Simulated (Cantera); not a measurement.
Feed: 1 mol SiO₂, 1 mol C, 0.013 mol CO, held at 270000 Pa.

These are equilibrium values from Cantera (NASA tables, ideal gas, pure condensed phases), not measurements of a reactor. Candidate condensed phases: C, Si, SiC, SiO₂; 20 gas species. The numbers say what is thermodynamically allowed, not how fast it happens. All values below are at 2375 K.

Base state: CO 0.503, SiO 0.497, Si 0.000154, CO₂ 0.000152 (mole fractions); condensed: gas only.

**Question.** What changes in the equilibrium state with this change: C from 1 to 1.3 mol?

**Answer.** 
```json
[
 {"species": "CO", "before": "0.503", "after": "0.615"},
 {"species": "SiO", "before": "0.497", "after": "0.384"},
 {"species": "Si", "before": "0.000154", "after": "0.000657"},
 {"species": "Si₂C", "before": "5.42e-7", "after": "6.68e-5"},
 {"species": "Si₂", "before": "7.90e-7", "after": "1.44e-5"},
 {"species": "CO₂", "before": "0.000152", "after": "3.36e-5"},
 {"species": "Si(l), mol", "before": "0", "after": "0.152"},
 {"species": "SiC(s), mol", "before": "0", "after": "0.0732"}
]
```
Mutual solubility and eutectic melting of coexisting phases are not modelled.
